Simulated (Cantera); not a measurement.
Cantera run:

```python
import numpy as np
import cantera as ct

gas_names = [...]  # 118 gases of nasa_gas.yaml made of C, Cl, F, H
cond_names = """
    C(gr) C6H6(L) C7H8(L) C8H18(L),n-octa
""".split()


# ... load() reads the species with a 1 bar reference pressure and builds the phases ...
atoms = {
    'CH2F2': {'C': 1, 'H': 2, 'F': 2},
    'HCl': {'H': 1, 'CL': 1},
}
top_T = {'C(gr)': 4500}  # K; cautious upper limits of use, not melting points


# ... equilibrate(T, P, feed) seeds the gas with the atoms and calls Mixture.equilibrate('TP', solver="vcs", rtol=1e-11, max_steps=5000) ...
results = []
feed = {'CH2F2': 1, 'HCl': 0.6}  # mol
P = 110  # Pa
for T in [1975, 2125, 2275, 2425, 2575, 2725, 2875, 3025]:
    mix = equilibrate(T, P, feed)
    results.append((T, P, feed, dict(zip(mix.species_names, mix.species_moles))))

top = {s: max(r[3][s] / sum(r[3][g] for g in gas_names) for r in results) for s in gas_names}
cols = sorted((s for s in top if top[s] > 0.001), key=lambda s: -top[s])[:7]
seen = [c for c in cond_names if any(r[3].get(c, 0) > 1e-12 for r in results)]
print("log10 of partial pressures in bar; condensed amounts in mol")
print(f"{'T/K':>10s}" + "".join(f"{s[:9]:>10s}" for s in cols + seen))
for T, P, feed, n in results:
    ng = sum(n[g] for g in gas_names)
    print(f"{T:10.4g}" + "".join(f"{np.log10(max(n[s] / ng * P / 1e5, 1e-99)):10.3f}" for s in cols)
          + "".join(f"{n.get(c, 0):10.4g}" for c in seen))
```

Output:

```
log10 of partial pressures in bar; condensed amounts in mol
       T/K        HF         H       HCL        CL         F        C3        H2     C(gr)
      1975    -3.083    -5.213    -3.695    -4.336    -7.028   -10.828    -4.699    0.9999
      2125    -3.093    -4.702    -3.788    -4.100    -6.449    -9.301    -4.524    0.9997
      2275    -3.108    -4.299    -3.939    -3.924    -5.911    -7.980    -4.456    0.9991
      2425    -3.130    -4.005    -4.169    -3.806    -5.386    -6.827    -4.516    0.9967
      2575    -3.157    -3.812    -4.482    -3.744    -4.864    -5.812    -4.704    0.9804
      2725    -3.207    -3.684    -4.848    -3.732    -4.379    -4.913    -4.959    0.8594
      2875    -3.339    -3.590    -5.261    -3.785    -4.010    -4.111    -5.230  0.007696
      3025    -3.501    -3.480    -5.601    -3.826    -3.747    -4.222    -5.423         0
```

These are equilibrium values from Cantera (NASA tables, ideal gas, pure condensed phases), not measurements of a reactor.
